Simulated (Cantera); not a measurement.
Input (Python, Cantera) and output of one run.

```python
import numpy as np
import cantera as ct

gas_names = """
    N NO NO2 NO3 N2 N2O O O2 O3 Si SiN SiO SiO2 Si2 Si2N Si3
""".split()
cond_names = """
    Si(cr) Si(L) SiO2(Lqz) SiO2(hqz) SiO2(L) Si2N2O(s) Si3N4(a)
""".split()


# ... load() reads the species with a 1 bar reference pressure and builds the phases ...
atoms = {
    'Si': {'Si': 1},
    'N2O': {'N': 2, 'O': 1},
    'N2': {'N': 2},
}
top_T = {'Si2N2O(s)': 2100, 'Si3N4(a)': 2400}  # K; cautious upper limits of use, not melting points


# ... equilibrate(T, P, feed) seeds the gas with the atoms and calls Mixture.equilibrate('TP', solver="vcs", rtol=1e-11, max_steps=5000) ...
results = []
feed = {'Si': 1, 'N2O': 0.013, 'N2': 14}  # mol
T = 1025  # K
P = 133.322  # Pa
mix = equilibrate(T, P, feed)
results.append((T, P, feed, dict(zip(mix.species_names, mix.species_moles))))
print(gas.report(threshold=0.0001))
for i in range(1, mix.n_phases):
    print(f"{mix.phase(i).name:16s} {mix.phase_moles(i):12.5e} mol")
```

Result:

```
       temperature   1025 K
          pressure   133.32 Pa
           density   0.00043825 kg/m^3
  mean mol. weight   28.014 kg/kmol
   phase of matter   gas

                          1 kg             1 kmol
                     ---------------   ---------------
          enthalpy        7.9543e+05        2.2283e+07  J
   internal energy        4.9122e+05        1.3761e+07  J
           entropy             10139        2.8403e+05  J/K
    Gibbs function       -9.5968e+06       -2.6884e+08  J
 heat capacity c_p            1171.3             32812  J/K
 heat capacity c_v            874.48             24498  J/K

                      mass frac. Y      mole frac. X     chem. pot. / RT
                     ---------------   ---------------   ---------------
                N2                 1                 1           -31.546
     [  +15 minor]        1.3375e-13        8.4996e-14

Si(cr)            0.00000e+00 mol
SiO2(hqz)         0.00000e+00 mol
Si2N2O(s)         1.30000e-02 mol
Si3N4(a)          3.24667e-01 mol
```

These are equilibrium values from Cantera (NASA tables, ideal gas, pure condensed phases), not measurements of a reactor. Mutual solubility and eutectic melting of coexisting phases are not modelled.
